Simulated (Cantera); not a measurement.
Cantera run:

```python
import numpy as np
import cantera as ct

gas_names = """
    Fe FeO Fe(OH)2 H HO2 H2 H2O H2O2 O OH O2 O3
""".split()
cond_names = """
    Fe(a) Fe(c) Fe(d) Fe(L) FeO(s) FeO(L) Fe(OH)2(s) Fe(OH)3(s) Fe2O3(s) Fe3O4(s) H2O(s) H2O(L)
""".split()


# ... load() reads the species with a 1 bar reference pressure and builds the phases ...
atoms = {
    'Fe3O4': {'Fe': 3, 'O': 4},
    'H2': {'H': 2},
}
top_T = {'Fe2O3(s)': 1830, 'Fe3O4(s)': 1870}  # K; cautious upper limits of use, not melting points


# ... equilibrate(T, P, feed) seeds the gas with the atoms and calls Mixture.equilibrate('TP', solver="vcs", rtol=1e-11, max_steps=5000) ...
results = []
feed = {'Fe3O4': 1, 'H2': 410}  # mol
T = 973  # K
P = 12000  # Pa
mix = equilibrate(T, P, feed)
results.append((T, P, feed, dict(zip(mix.species_names, mix.species_moles))))
print(gas.report(threshold=0.0001))
for i in range(1, mix.n_phases):
    print(f"{mix.phase(i).name:16s} {mix.phase_moles(i):12.5e} mol")
```

Result:

```
       temperature   973 K
          pressure   12000 Pa
           density   0.0032219 kg/m^3
  mean mol. weight   2.1721 kg/kmol
   phase of matter   gas

                          1 kg             1 kmol
                     ---------------   ---------------
          enthalpy        8.0853e+06        1.7562e+07  J
   internal energy        4.3608e+06         9.472e+06  J
           entropy             84776        1.8414e+05  J/K
    Gibbs function       -7.4402e+07       -1.6161e+08  J
 heat capacity c_p             13928             30252  J/K
 heat capacity c_v             10100             21938  J/K

                      mass frac. Y      mole frac. X     chem. pot. / RT
                     ---------------   ---------------   ---------------
                H2           0.91908           0.99024           -19.568
               H2O          0.080916         0.0097561           -61.421
     [  +10 minor]        1.5891e-09        3.1095e-09

Fe(a)             3.00000e+00 mol
FeO(s)            0.00000e+00 mol
Fe(OH)2(s)        0.00000e+00 mol
Fe(OH)3(s)        0.00000e+00 mol
Fe2O3(s)          0.00000e+00 mol
Fe3O4(s)          0.00000e+00 mol
```

These are equilibrium values from Cantera (NASA tables, ideal gas, pure condensed phases), not measurements of a reactor.
